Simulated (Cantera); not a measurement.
**Equilibrium for silicon nitride deposition: SiHCl3 + NH3 + N2**

Feed: 1 mol SiHCl3, 11 mol NH3, 4.2 mol N2, held at 10.0 mbar.

These are equilibrium values from Cantera (NASA tables, ideal gas, pure condensed phases), not measurements of a reactor. Candidate condensed phases: NH4Cl, Si, Si3N4; 28 gas species. The tables' values for SiCl, SiCl3, SiN are old estimates; treat these amounts as uncertain. Gases not in the tables: Si2H6 and higher silanes. The numbers say what is thermodynamically allowed, not how fast it happens.

From 1100 K to 1700 K the condensed part is Si3N4(s). From 1775 K to 2075 K the condensed part is Si(l). The main Si-bearing gas is SiCl4 at 1100 K and SiCl2 at 2075 K. The share of Si in condensed phases is highest at 1100 K (99.9 %) and lowest at 2075 K (11.3 %).

```csv
T (K),x H2,x N2,x HCl,x SiCl2,x H,x Si,x SiCl,x Cl,n Si3N4(s),n Si(l)
1100,0.563,0.328,0.109,1.89e-6,1.94e-7,<1e-12,<1e-12,3.36e-8,0.333,0
1175,0.563,0.328,0.109,1.19e-5,9.20e-7,<1e-12,4.81e-12,1.55e-7,0.333,0
1250,0.563,0.328,0.109,6.01e-5,3.63e-6,<1e-12,1.28e-10,5.98e-7,0.332,0
1325,0.563,0.328,0.108,0.000249,1.23e-5,4.13e-11,2.34e-9,1.98e-6,0.330,0
1400,0.564,0.329,0.107,0.000867,3.65e-5,1.19e-9,3.09e-8,5.70e-6,0.325,0
1475,0.565,0.329,0.103,0.00252,9.75e-5,2.44e-8,3.04e-7,1.44e-5,0.309,0
1550,0.567,0.331,0.0959,0.00602,0.000237,3.70e-7,2.28e-6,3.20e-5,0.276,0
1625,0.570,0.333,0.0843,0.0116,0.000533,4.33e-6,1.32e-5,6.20e-5,0.224,0
1700,0.574,0.336,0.0701,0.0184,0.00112,4.07e-5,6.11e-5,0.000106,0.160,0
1775,0.570,0.343,0.0621,0.0217,0.00218,0.000220,0.000182,0.000183,0,0.371
1850,0.567,0.343,0.0637,0.0207,0.00406,0.000645,0.000354,0.000347,0,0.380
1925,0.563,0.342,0.0650,0.0197,0.00717,0.00174,0.000652,0.000623,0,0.364
2000,0.557,0.340,0.0657,0.0186,0.0121,0.00435,0.00114,0.00107,0,0.294
2075,0.546,0.336,0.0656,0.0173,0.0197,0.0102,0.00190,0.00174,0,0.113
```
x: gas mole fraction; n: condensed amount in mol.
